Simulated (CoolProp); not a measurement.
p-xylene along the isobar 23.7 bar: density (kg/m³) from the reference equation and from simpler models built on Tc = 343.0 °C, pc = 35.32 bar, ω = 0.324; each cubic takes its own stable root.

Computed with CoolProp (reference Helmholtz-energy equation of state, Zhou 2012).

| T (°C) | phase | reference |
|---|---|---|
| 246.65 | liquid | 633.9 |
| 257.85 | liquid | 617.6 |
| 268.95 | liquid | 600.1 |
| 280.05 | liquid | 580.7 |
| 291.25 | liquid | 558.5 |
| 302.35 | liquid | 532.1 |
| 313.45 | gas | 89.60 |
| 324.55 | gas | 80.17 |
| 335.75 | gas | 74.04 |
| 346.85 | gas | 69.50 |

Problem. How far does each simpler model (Redlich-Kwong, Peng-Robinson) lie from the reference over these 10 states: mean and median of the absolute difference, and the worst?

Solution. 
- Redlich-Kwong: mean 21.8 %, median 20.3 %, worst -83.6 % at 302.35 °C and 23.7 bar
- Peng-Robinson: mean 4.6 %, median 4.3 %, worst -10.1 % at 302.35 °C and 23.7 bar

At some of these states Redlich-Kwong gives the other phase, because its saturation line lies elsewhere.
